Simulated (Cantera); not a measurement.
## Moist CO burnout

An isothermal, constant-pressure homogeneous reactor starts with CO : O2 : H2O : N2 = 0.0011 : 0.0032 : 0.00031 : 1 (molar parts), at 1175 K and 101000 Pa.

Model: GRI-Mech 3.0 (53 species, 325 reactions), integrated in Cantera.

```json
[
 {"t (s)": "0.000200", "x CO": "0.00109", "x O2": "0.00319", "x H2O": "0.000309", "x NO": "<1e-12", "x NO2": "<1e-12", "x OH": "<1e-12", "x HO2": "<1e-12"},
 {"t (s)": "0.000860", "x CO": "0.00109", "x O2": "0.00319", "x H2O": "0.000309", "x NO": "<1e-12", "x NO2": "<1e-12", "x OH": "2.68e-12", "x HO2": "<1e-12"},
 {"t (s)": "0.00369", "x CO": "0.00109", "x O2": "0.00319", "x H2O": "0.000309", "x NO": "<1e-12", "x NO2": "<1e-12", "x OH": "3.44e-11", "x HO2": "2.51e-11"},
 {"t (s)": "0.0159", "x CO": "0.00109", "x O2": "0.00319", "x H2O": "0.000309", "x NO": "<1e-12", "x NO2": "<1e-12", "x OH": "1.11e-9", "x HO2": "1.98e-9"},
 {"t (s)": "0.0682", "x CO": "0.000882", "x O2": "0.00307", "x H2O": "0.000301", "x NO": "3.45e-9", "x NO2": "1.61e-11", "x OH": "4.51e-6", "x HO2": "4.88e-7"},
 {"t (s)": "0.293", "x CO": "0.000121", "x O2": "0.00270", "x H2O": "0.000307", "x NO": "5.86e-8", "x NO2": "8.16e-10", "x OH": "2.04e-6", "x HO2": "2.13e-7"},
 {"t (s)": "1.26", "x CO": "6.68e-6", "x O2": "0.00264", "x H2O": "0.000308", "x NO": "8.76e-8", "x NO2": "3.27e-9", "x OH": "6.51e-7", "x HO2": "3.01e-8"},
 {"t (s)": "5.41", "x CO": "1.44e-7", "x O2": "0.00264", "x H2O": "0.000309", "x NO": "9.59e-8", "x NO2": "2.03e-9", "x OH": "2.13e-7", "x HO2": "1.66e-9"},
 {"t (s)": "23.3", "x CO": "1.47e-9", "x O2": "0.00264", "x H2O": "0.000309", "x NO": "9.83e-8", "x NO2": "6.70e-10", "x OH": "8.70e-8", "x HO2": "1.52e-10"},
 {"t (s)": "100", "x CO": "2.18e-10", "x O2": "0.00264", "x H2O": "0.000309", "x NO": "9.88e-8", "x NO2": "2.19e-10", "x OH": "4.02e-8", "x HO2": "2.21e-11"}
]
```
x: mole fraction; the columns are a selection and need not sum to one.

Equilibrium at this temperature and pressure: CO 2.04e-10, O2 0.00263, H2O 0.000309, NO 2.04e-5, NO2 4.37e-8, OH 3.93e-8, HO2 2.11e-11 (gas phase only).
